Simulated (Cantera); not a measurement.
A Cantera script and its output.

```python
import numpy as np
import cantera as ct

gas = ct.Solution("gri30.yaml")
gas.TPX = 1623, 180000, {'CH4': 1, 'H2O': 0.66, 'H2': 0.41}
inlet = ct.Reservoir(gas, clone=True)

reactor = ct.IdealGasConstPressureReactor(gas, energy="off", clone=False)
exhaust = ct.Reservoir(gas, clone=True)
tau = [9, 2.6, 0.76, 0.22, 0.064, 0.019, 0.0055, 0.0016, 0.00046][0]
for a, b in ((inlet, reactor), (reactor, exhaust)):
    ct.MassFlowController(a, b, mdot=lambda t: reactor.mass / tau)
net = ct.ReactorNet([reactor])
show = ['CH4', 'H2O', 'H2', 'C2H2', 'CO']

rows = []
print(f"{'tau/s':>10s}{'T/K':>9s}" + "".join(f"{s:>11s}" for s in show))
for tau in [9, 2.6, 0.76, 0.22, 0.064, 0.019, 0.0055, 0.0016, 0.00046]:
    net.initial_time = 0.0
    net.advance(30 * tau)
    before = gas.X
    net.advance(40 * tau)
    drift = np.max(np.abs(gas.X - before) / (gas.X + 1e-9))
    rows.append([gas.T, *gas[show].X, drift])
    print(f"{tau:10.3e}{gas.T:9.1f}" + "".join(f"{x:11.3e}" for x in gas[show].X))
```

Result:

```
     tau/s      T/K        CH4        H2O         H2       C2H2         CO
 9.000e+00   1623.0  6.172e-02  6.382e-02  6.865e-01  4.912e-02  1.293e-01
 2.600e+00   1623.0  7.440e-02  1.120e-01  6.425e-01  6.857e-02  9.015e-02
 7.600e-01   1623.0  9.541e-02  1.676e-01  5.866e-01  8.768e-02  4.953e-02
 2.200e-01   1623.0  1.381e-01  2.176e-01  5.190e-01  9.429e-02  1.981e-02
 6.400e-02   1623.0  2.158e-01  2.544e-01  4.360e-01  7.923e-02  6.006e-03
 1.900e-02   1623.0  3.163e-01  2.825e-01  3.429e-01  4.927e-02  1.534e-03
 5.500e-03   1623.0  4.062e-01  3.036e-01  2.626e-01  1.986e-02  3.263e-04
 1.600e-03   1623.0  4.566e-01  3.145e-01  2.186e-01  4.383e-03  6.608e-05
 4.600e-04   1623.0  4.757e-01  3.180e-01  2.030e-01  4.217e-04  1.084e-05
```

Detailed kinetics in Cantera: GRI-Mech 3.0 (53 species, 325 reactions). GRI-Mech 3.0 stops at C3 and has no aromatics, soot or wall deposition, so with more carbon than oxygen in the feed, carbon stays in small species such as C2H2 where larger ones or solid carbon would form.
